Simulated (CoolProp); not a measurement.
Model: reference Helmholtz-energy equation of state, Lemmon 2006, in CoolProp. It is a short technical equation, of lower accuracy than the large ones.

### Question
For C3F8 (R218), give the phase and the Joule-Thomson coefficient (K/MPa), expansivity (1/kK), viscosity (µPa s), conductivity (mW/(m K)) at 177.8 K and 0.139 bar; 332 K and 3.84 bar.

### Answer
- 177.8 K and 0.139 bar: liquid; Joule-Thomson coefficient -0.420, expansivity 1.91, viscosity 1440, conductivity 76.6
- 332 K and 3.84 bar: gas; Joule-Thomson coefficient 9.57, expansivity 3.70, viscosity 13.8, conductivity 15.2

Viscosity comes from a separate model (Huber 2003), an estimate that may be off by 10 % or more. Thermal conductivity comes from a separate model (Huber 2003), an estimate that may be off by 10 % or more.
